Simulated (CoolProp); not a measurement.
Saturation properties of R141b.

Computed with CoolProp (reference Helmholtz-energy equation of state, Lemmon 2006). It is a short technical equation, of lower accuracy than the large ones.

```csv
T (K),p (kPa),surface tension (mN/m),liquid conductivity (mW/(m K))
218.2,1.061,28.5,114
234,3.285,26.4,109
249.9,8.650,24.3,105
265.8,19.88,22.3,100
281.7,40.92,20.2,95.6
297.6,76.98,18.3,91.0
313.4,134.0,16.3,86.6
329.3,220.1,14.4,82.4
345.2,343.3,12.6,78.2
361.1,512.5,10.8,74.3
376.9,735.8,9.01,70.6
392.8,1026,7.32,67.1
```

It boils at 305.2 K under 1 atm.

Thermal conductivity comes from a separate model (Huber 2003), an estimate that may be off by 10 % or more. Surface tension comes from a separate correlation (Mulero 2012).
